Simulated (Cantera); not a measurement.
What does this Cantera script print?

```python
import numpy as np
import cantera as ct

gas_names = """
    CL CLO CL2 H HCL HOCL HO2 H2 H2O H2O2 Mg MgCL MgCL2 MgH MgO MgOH MgO2H2 Mg2 O OH O2 O3
""".split()
cond_names = """
    H2O(s) H2O(L) Mg(cr) Mg(L) MgCL2(s) MgCL2(L) MgO(s) MgO(L) MgO2H2(s)
""".split()


# ... load() reads the species with a 1 bar reference pressure and builds the phases ...
atoms = {
    'MgO': {'Mg': 1, 'O': 1},
    'Cl2': {'CL': 2},
    'H2': {'H': 2},
}
top_T = {}  # K; cautious upper limits of use, not melting points


# ... equilibrate(T, P, feed) seeds the gas with the atoms and calls Mixture.equilibrate('TP', solver="vcs", rtol=1e-11, max_steps=5000) ...
results = []
feed = {'MgO': 1, 'Cl2': 0.11, 'H2': 1}  # mol
T = 1275  # K
P = 13332.2  # Pa
mix = equilibrate(T, P, feed)
results.append((T, P, feed, dict(zip(mix.species_names, mix.species_moles))))
x = sorted(zip(gas.X, gas.species_names), reverse=True)
print(f"T = {T:g} K  P = {P:g} Pa  gas = {mix.phase_moles(0):.4g} mol")
print("   x: " + "  ".join(f"{s} {v:.3e}" for v, s in x if v > 1e-05))
print("   condensed (mol): " + ("  ".join(f"{mix.phase(i).name} {mix.phase_moles(i):.4g}"
      for i in range(1, mix.n_phases) if mix.phase_moles(i) > 1e-12) or "none"))
```

Output:

```
T = 1275 K  P = 13332.2 Pa  gas = 1.11 mol
   x: H2 8.018e-01  HCL 1.878e-01  H2O 5.215e-03  MgCL2 5.215e-03
   condensed (mol): MgO(s) 0.9942
```

Equilibrium computed with Cantera from the NASA thermochemical tables; the gas is ideal and each condensed phase is pure.
